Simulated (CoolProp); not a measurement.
A Linde-Hampson liquefier for methane: isothermal reversible compression at 290 K from 1 atm to 5 MPa, throttling to 1 atm, return gas leaving the recuperator 2 K below the feed. Each further row changes one setting.

Computed with CoolProp (reference Helmholtz-energy equation of state, Setzmann 1991).

| case | liquid yield per pass | compression work (kJ/kg of gas) |
|---|---|---|
| as stated | 0.054 | 572 |
| high pressure 10 MPa | 0.116 | (withheld) |
| warm-end temperature 320 K | 0.040 | (withheld) |
| warm-end gap 7 K | (withheld) | 572 |

Task: Fill in the missing entries.

Result: 
- high pressure 10 MPa, compression work (kJ/kg of gas): 663
- warm-end temperature 320 K, compression work (kJ/kg of gas): 636
- warm-end gap 7 K, liquid yield per pass: 0.042
